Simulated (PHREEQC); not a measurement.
Solution (20 °C): 0.00039 mol/kgw H2SeO3, 0.1 mol/kgw NaOH and 0.66 mol/kgw NaCl. Closed to the air; pH follows from the charge balance.

Computed with PHREEQC (ion-association model, wateq4f.dat).

```
quantity             before  after
-------------------  ------  -----
pH                    12.96  12.69
SI of Halite (NaCl)   -2.23  -2.79
```

Q: Name the change that produced these shifts.
A) diluted 2-fold with water
B) H2SeO3 left out
C) NaOH replaced by NaF at the same molality
D) H2SeO3 replaced by Na2SeO3 at the same molality
E) H2SeO3 from 0.00039 to 0.000351 mol/kgw

A: A, diluted 2-fold with water

Precipitation was switched off in this run. The ionic strength passes 0.7 mol/kgw, the rough limit of the ion-association models, in before.
